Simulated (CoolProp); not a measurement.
Computed with CoolProp (reference Helmholtz-energy equation of state, Lemmon 2006). It is a short technical equation, of lower accuracy than the large ones.

### Question
Give the vapour pressure (MPa), vapour density (kg/m³), enthalpy of vaporisation (kJ/kg) of saturated C2F6 (R116) at -41.45, -33.85 °C.

### Answer
| T (°C) | p (MPa) | vapour density (kg/m³) | enthalpy of vaporisation (kJ/kg) |
|---|---|---|---|
| -41.45 | 0.513 | 42.8 | 98.4 |
| -33.85 | 0.670 | 56.1 | 93.6 |
